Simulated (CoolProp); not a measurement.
Tetrahydrofuran along the isobar 6.39 MPa: Z from the reference equation and from simpler models built on Tc = 267.0 °C, pc = 5.304 MPa, ω = 0.234; each cubic takes its own stable root.

The numbers come from the reference Helmholtz-energy equation of state, Fiedler 2023 in CoolProp.

```tsv
T (°C)	phase	reference
-39.35	liquid	0.2483
-15.25	liquid	0.2311
8.85	liquid	0.2173
32.95	liquid	0.2060
57.05	liquid	0.1968
81.15	liquid	0.1894
105.25	liquid	0.1835
129.35	liquid	0.1791
153.55	liquid	0.1761
```

### Question
How far does each simpler model (Soave-Redlich-Kwong, Peng-Robinson) lie from the reference over these 9 states: mean and median of the absolute difference, and the worst?

### Answer
- Soave-Redlich-Kwong: mean 7.8 %, median 7.6 %, worst +9.0 % at -39.35 °C and 6.39 MPa
- Peng-Robinson: mean 4.4 %, median 4.7 %, worst -5.1 % at 81.15 °C and 6.39 MPa
